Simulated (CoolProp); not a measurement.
A single-stage vapour-compression cycle with the fluid: evaporating at 293.15 K (dew point), condensing at 353.15 K (bubble point), superheat 8 K, subcooling 0 K, compressor efficiency 0.7, no pressure losses. The same conditions are run with several fluids, on thermodynamics alone (safety and materials aside).

Model: reference Helmholtz-energy equation of state of each fluid (R236EA: Rui 2013; R22: Kamei 1995; n-pentane: Thol 2019; the fluoroketone C6F12O (FK-5-1-12): McLinden 2015; R245ca: Zhou 2016; R134a: Tillner-Roth 1994), in CoolProp.

```json
[
 {"fluid": "R236EA", "cooling COP": "2.24", "pressure ratio": "5.81", "discharge temperature (K)": "357.1", "refrigerating effect (kJ/kg)": "86.4", "volumetric capacity (kJ/m³)": "960"},
 {"fluid": "R22", "cooling COP": "2.08", "pressure ratio": "4.03", "discharge temperature (K)": "398.4", "refrigerating effect (kJ/kg)": "108", "volumetric capacity (kJ/m³)": "3960"},
 {"fluid": "n-pentane", "cooling COP": "2.55", "pressure ratio": "6.51", "discharge temperature (K)": "359.0", "refrigerating effect (kJ/kg)": "237", "volumetric capacity (kJ/m³)": "397"},
 {"fluid": "the fluoroketone C6F12O (FK-5-1-12)", "cooling COP": "1.69", "pressure ratio": "8.14", "discharge temperature (K)": "353.1", "refrigerating effect (kJ/kg)": "35.6", "volumetric capacity (kJ/m³)": "150"},
 {"fluid": "R245ca", "cooling COP": "2.50", "pressure ratio": "6.94", "discharge temperature (K)": "362.6", "refrigerating effect (kJ/kg)": "129", "volumetric capacity (kJ/m³)": "585"},
 {"fluid": "R134a", "cooling COP": "2.05", "pressure ratio": "4.61", "discharge temperature (K)": "376.0", "refrigerating effect (kJ/kg)": "95.3", "volumetric capacity (kJ/m³)": "2530"}
]
```

The compression ends wet for: the fluoroketone C6F12O (FK-5-1-12).
